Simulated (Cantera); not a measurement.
Cantera with NASA thermochemical tables; ideal gases at 1 bar, condensed phases pure. Values are per mole of reaction as written; species without (g) are pure solids or liquids, kept so even where they would boil at 1 bar. TaC: taken at fixed stoichiometry.

### Question
Between 1023 and 2623 K, where is each reaction favourable under standard conditions?
- TaC + 3 O(g) → CO(g) + TaO2(g)

### Answer
- TaC + 3 O(g) → CO(g) + TaO2(g): ΔG° is -851 kJ at 1023 K and -698 kJ at 2623 K; it stays negative (K > 1). ΔH° is -978 kJ and ΔS° -106 J/K at 2623 K.
